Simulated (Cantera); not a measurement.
Input: 1 mol Si, a varied amount of NF3, 0.94 mol H2, equilibrated at 500 °C and 36.0 Pa.

These are equilibrium values from Cantera (NASA tables, ideal gas, pure condensed phases), not measurements of a reactor. Candidate condensed phases: Si, Si3N4; 37 gas species. Equilibrium is a limit: real reactors are often held back by kinetics, nucleation or transport.

x: gas mole fraction; n: condensed amount in mol.

| n(NF3) (mol) | x H2 | x HF | x SiF4 | x F2 | x N2 | x F | n Si3N4(s) |
|---|---|---|---|---|---|---|---|
| 0.7 | 0.627 | 7.72e-5 | 0.350 | <1e-12 | 0.0222 | <1e-12 | ? |
| 0.95 | 0.486 | 9.41e-5 | 0.368 | <1e-12 | 0.146 | <1e-12 | ? |
| 1.3 | 0.369 | 9.05e-5 | 0.383 | <1e-12 | 0.249 | <1e-12 | ? |
| 1.7 | 0.117 | 0.329 | 0.299 | <1e-12 | 0.254 | <1e-12 | 0 |
| 2.3 | <1e-12 | 0.398 | 0.212 | 0.0701 | 0.244 | 0.0757 | 0 |
| 3.1 | <1e-12 | 0.287 | 0.153 | 0.197 | 0.236 | 0.127 | 0 |
| 4.2 | <1e-12 | 0.208 | 0.111 | 0.293 | 0.232 | 0.155 | 0 |

Task: What belongs in the gaps?

Result: 
- 0.7, n Si3N4(s): 0.158
- 0.95, n Si3N4(s): 0.0958
- 1.3, n Si3N4(s): 0.00835
